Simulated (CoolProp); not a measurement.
Model: reference Helmholtz-energy equation of state, Gao 2022, in CoolProp.

For n-perfluorohexane, give the phase and the density (kg/m³), cv (kJ/(kg K)), Joule-Thomson coefficient (K/MPa), expansivity (1/kK) at 403.7 K and 2430 kPa; 449.5 K and 2430 kPa.


- 403.7 K and 2430 kPa: liquid; density 1330, cv 0.984, Joule-Thomson coefficient 0.259, expansivity 3.51
- 449.5 K and 2430 kPa: supercritical; density 1010, cv 1.05, Joule-Thomson coefficient 2.88, expansivity 11.9
